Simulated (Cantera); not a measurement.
An isothermal, constant-pressure homogeneous reactor starts with H2 : O2 : N2 = 0.85 : 1 : 10 (molar parts), equivalence ratio 0.42, at 1273 K and 0.580 bar.

Computed with Cantera and GRI-Mech 3.0 (53 species, 325 reactions). The temperature is held fixed by assumption; the heat of reaction is taken as removed at once.

x: mole fraction; the columns are a selection and need not sum to one.

```tsv
t (s)	x H2	x O2	x NO	x H2O2	x O	x H2O	x H
0.000900	0.000297	0.0502	7.09e-6	8.17e-7	0.000275	0.0738	0.000110
0.00259	?	0.0503	7.06e-6	?	?	0.0743	?
0.00744	3.92e-6	0.0503	7.04e-6	5.13e-8	4.39e-6	0.0744	2.15e-7
0.0214	7.87e-7	0.0503	7.06e-6	1.47e-8	1.03e-6	0.0744	2.38e-8
0.0615	?	0.0503	7.08e-6	?	?	0.0744	?
0.177	6.88e-8	0.0503	7.09e-6	1.67e-9	9.96e-8	0.0744	7.23e-10
0.509	3.07e-8	0.0503	7.08e-6	7.56e-10	4.35e-8	0.0744	2.19e-10
1.46	2.37e-8	0.0503	7.08e-6	5.76e-10	3.26e-8	0.0744	1.48e-10
4.21	2.33e-8	0.0503	7.08e-6	5.65e-10	3.19e-8	0.0744	1.44e-10
12.1	2.33e-8	0.0503	7.08e-6	5.64e-10	3.19e-8	0.0744	1.44e-10
34.8	2.33e-8	0.0503	7.08e-6	5.64e-10	3.19e-8	0.0744	1.44e-10
100	2.33e-8	0.0503	7.08e-6	5.64e-10	3.19e-8	0.0744	1.44e-10
```

Question: Complete the blanks.

Answer: 
- 0.00259, x H2: 2.91e-5
- 0.00259, x H2O2: 2.03e-7
- 0.00259, x O: 2.72e-5
- 0.00259, x H: 3.41e-6
- 0.0615, x H2: 2.11e-7
- 0.0615, x H2O2: 4.69e-9
- 0.0615, x O: 2.97e-7
- 0.0615, x H: 3.68e-9
